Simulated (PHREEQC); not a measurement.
# Nickel, zinc or cadmium bath: an equilibrium model

Consider water at 25 °C with 0.13 mol ZnSO4, 0.016 mol KCl and 0.0002 mol FeSO4 per kg of water. Closed to the air; pH follows from the charge balance.

The numbers come from PHREEQC with the ion-association model, phreeqc.dat.

No solid was allowed to form.

### Question
Predict the pH.

### Answer
pH 5.48.

### Question
In which forms is Zn present?

### Answer
Zn+2 50 %, ZnSO4 36 %, Zn(SO4)2-2 13 %, ZnCl+ 0.5 % of the Zn.

Species that the database lacks are ignored.
